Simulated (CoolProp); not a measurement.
A single-stage vapour-compression cycle with the fluid: evaporating at 214.15 K (dew point), condensing at 262.15 K (bubble point), superheat 10 K, subcooling 2 K, compressor efficiency 0.65, no pressure losses. The same conditions are run with several fluids, on thermodynamics alone (safety and materials aside).

Computed with CoolProp (reference Helmholtz-energy equation of state of each fluid (ethylene: Smukala 2000; R407C: Lemmon 2003; R134a: Tillner-Roth 1994; carbonyl sulfide: Lemmon 2006; nitrous oxide: Lemmon 2006; hydrogen sulfide: Lemmon 2006)). Blends and air are pseudo-pure fits.

```csv
fluid,cooling COP,pressure ratio,discharge temperature (K),refrigerating effect (kJ/kg),volumetric capacity (kJ/m³)
ethylene,1.95,4.05,335.7,282,3760
R407C,2.02,13.3,351.9,202,279
R134a,2.42,11.4,324.1,186,175
carbonyl sulfide,2.37,7.00,388.8,266,576
nitrous oxide,2.16,5.19,370.0,261,2950
hydrogen sulfide,2.30,6.81,425.3,462,934
```
